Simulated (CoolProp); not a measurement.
Vapour-liquid equilibrium of n-hexane (1) + toluene (2) at 156.65 °C; x and y are mole fractions of (1).

Model: multi-fluid Helmholtz-energy mixture model, Thol 2019 and Lemmon 2006; pair parameters Bell 2016, in CoolProp.

```json
[
 {"x": "0.05", "bubble pressure, mixture model (MPa)": "0.3570", "bubble pressure, Raoult's law (MPa)": "0.3462", "y, mixture model": "0.139", "y, Raoult's law": "0.124"},
 {"x": "0.125", "bubble pressure, mixture model (MPa)": "0.4090", "bubble pressure, Raoult's law (MPa)": "0.3864", "y, mixture model": "0.293", "y, Raoult's law": "0.277"},
 {"x": "0.2", "bubble pressure, mixture model (MPa)": "0.4565", "bubble pressure, Raoult's law (MPa)": "0.4267", "y, mixture model": "0.407", "y, Raoult's law": "0.401"},
 {"x": "0.275", "bubble pressure, mixture model (MPa)": "0.5005", "bubble pressure, Raoult's law (MPa)": "0.4669", "y, mixture model": "0.497", "y, Raoult's law": "0.504"},
 {"x": "0.35", "bubble pressure, mixture model (MPa)": "0.5418", "bubble pressure, Raoult's law (MPa)": "0.5072", "y, mixture model": "0.572", "y, Raoult's law": "0.591"},
 {"x": "0.425", "bubble pressure, mixture model (MPa)": "0.5809", "bubble pressure, Raoult's law (MPa)": "0.5474", "y, mixture model": "0.636", "y, Raoult's law": "0.665"},
 {"x": "0.5", "bubble pressure, mixture model (MPa)": "0.6185", "bubble pressure, Raoult's law (MPa)": "0.5877", "y, mixture model": "0.692", "y, Raoult's law": "0.728"},
 {"x": "0.575", "bubble pressure, mixture model (MPa)": "0.6551", "bubble pressure, Raoult's law (MPa)": "0.6279", "y, mixture model": "0.744", "y, Raoult's law": "0.784"},
 {"x": "0.65", "bubble pressure, mixture model (MPa)": "0.6908", "bubble pressure, Raoult's law (MPa)": "0.6682", "y, mixture model": "0.793", "y, Raoult's law": "0.833"},
 {"x": "0.725", "bubble pressure, mixture model (MPa)": "0.7262", "bubble pressure, Raoult's law (MPa)": "0.7084", "y, mixture model": "0.839", "y, Raoult's law": "0.876"},
 {"x": "0.8", "bubble pressure, mixture model (MPa)": "0.7614", "bubble pressure, Raoult's law (MPa)": "0.7487", "y, mixture model": "0.883", "y, Raoult's law": "0.915"},
 {"x": "0.875", "bubble pressure, mixture model (MPa)": "0.7967", "bubble pressure, Raoult's law (MPa)": "0.7889", "y, mixture model": "0.927", "y, Raoult's law": "0.949"},
 {"x": "0.95", "bubble pressure, mixture model (MPa)": "0.8322", "bubble pressure, Raoult's law (MPa)": "0.8292", "y, mixture model": "0.971", "y, Raoult's law": "0.981"}
]
```

The largest gap from Raoult's law is +7.2 % in bubble pressure, at x = 0.275. No azeotrope shows between x = 0.05 and 0.95.

The pair parameters rest on a limited set of measurements; away from them the model extrapolates.
